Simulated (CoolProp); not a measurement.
Properties of R236EA along the isobar 4.2 MPa (Tc = 139.3 °C, pc = 3.414 MPa, ω = 0.368).

Computed with CoolProp (reference Helmholtz-energy equation of state, Rui 2013).

```json
[
 {"T (°C)": "75.15", "phase": "liquid", "cp (kJ/(kg K))": "1.344", "speed of sound (m/s)": "425.5", "Joule-Thomson coefficient (K/MPa)": "0.02584", "isothermal compressibility (1/MPa)": "0.006164", "Prandtl number": "4.48", "fugacity coefficient": "0.2033"},
 {"T (°C)": "81.55", "phase": "liquid", "cp (kJ/(kg K))": "1.364", "speed of sound (m/s)": "401.0", "Joule-Thomson coefficient (K/MPa)": "0.08017", "isothermal compressibility (1/MPa)": "0.007118", "Prandtl number": "4.33", "fugacity coefficient": "0.2316"},
 {"T (°C)": "87.95", "phase": "liquid", "cp (kJ/(kg K))": "1.387", "speed of sound (m/s)": "376.3", "Joule-Thomson coefficient (K/MPa)": "0.1451", "isothermal compressibility (1/MPa)": "0.008313", "Prandtl number": "4.19", "fugacity coefficient": "0.2619"},
 {"T (°C)": "94.25", "phase": "liquid", "cp (kJ/(kg K))": "1.414", "speed of sound (m/s)": "351.8", "Joule-Thomson coefficient (K/MPa)": "0.2229", "isothermal compressibility (1/MPa)": "0.009814", "Prandtl number": "4.06", "fugacity coefficient": "0.2937"},
 {"T (°C)": "100.65", "phase": "liquid", "cp (kJ/(kg K))": "1.446", "speed of sound (m/s)": "326.6", "Joule-Thomson coefficient (K/MPa)": "0.3210", "isothermal compressibility (1/MPa)": "0.01181", "Prandtl number": "3.94", "fugacity coefficient": "0.3279"},
 {"T (°C)": "107.05", "phase": "liquid", "cp (kJ/(kg K))": "1.486", "speed of sound (m/s)": "300.9", "Joule-Thomson coefficient (K/MPa)": "0.4463", "isothermal compressibility (1/MPa)": "0.01453", "Prandtl number": "3.82", "fugacity coefficient": "0.3637"},
 {"T (°C)": "113.35", "phase": "liquid", "cp (kJ/(kg K))": "1.535", "speed of sound (m/s)": "275.0", "Joule-Thomson coefficient (K/MPa)": "0.6087", "isothermal compressibility (1/MPa)": "0.01833", "Prandtl number": "3.72", "fugacity coefficient": "0.4004"},
 {"T (°C)": "119.75", "phase": "liquid", "cp (kJ/(kg K))": "1.601", "speed of sound (m/s)": "247.7", "Joule-Thomson coefficient (K/MPa)": "0.8351", "isothermal compressibility (1/MPa)": "0.02415", "Prandtl number": "3.64", "fugacity coefficient": "0.4389"},
 {"T (°C)": "126.15", "phase": "liquid", "cp (kJ/(kg K))": "1.693", "speed of sound (m/s)": "218.8", "Joule-Thomson coefficient (K/MPa)": "1.165", "isothermal compressibility (1/MPa)": "0.03371", "Prandtl number": "3.57", "fugacity coefficient": "0.4782"},
 {"T (°C)": "132.45", "phase": "liquid", "cp (kJ/(kg K))": "1.835", "speed of sound (m/s)": "188.2", "Joule-Thomson coefficient (K/MPa)": "1.679", "isothermal compressibility (1/MPa)": "0.05132", "Prandtl number": "3.54", "fugacity coefficient": "0.5174"},
 {"T (°C)": "138.85", "phase": "liquid", "cp (kJ/(kg K))": "2.107", "speed of sound (m/s)": "153.4", "Joule-Thomson coefficient (K/MPa)": "2.640", "isothermal compressibility (1/MPa)": "0.09353", "Prandtl number": "3.59", "fugacity coefficient": "0.5570"}
]
```

Viscosity comes from a separate model (Huber 2003), an estimate that may be off by 10 % or more. Thermal conductivity comes from a separate model (Huber 2003), an estimate that may be off by 10 % or more.
